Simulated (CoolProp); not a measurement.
Aqueous ethanol as a coolant, at -19 °C, 1 atm.

Values from CoolProp's Melinder's fits for secondary coolants.

| mass % | freezing point (°C) | cp (kJ/(kg K)) | viscosity (mPa s) | Prandtl number | density (kg/m³) |
|---|---|---|---|---|---|
| 33.8 | -23.8 | 3.938 | 23.8 | 253 | 969.3 |
| 38.6 | -28.3 | 3.762 | ? | 250 | 963.7 |
| 43.4 | -32.5 | 3.597 | 21.7 | 236 | 956.4 |
| 48.2 | ? | 3.446 | 19.6 | 216 | 947.8 |
| 53 | -39.8 | 3.302 | ? | 193 | 938.0 |
| 57.8 | -43.2 | 3.145 | 15.0 | ? | 927.6 |

Question: Fill in the missing entries.

Answer: 
- 38.6, viscosity (mPa s): 23.2
- 48.2, freezing point (°C): -36.3
- 53, viscosity (mPa s): 17.3
- 57.8, Prandtl number: 168
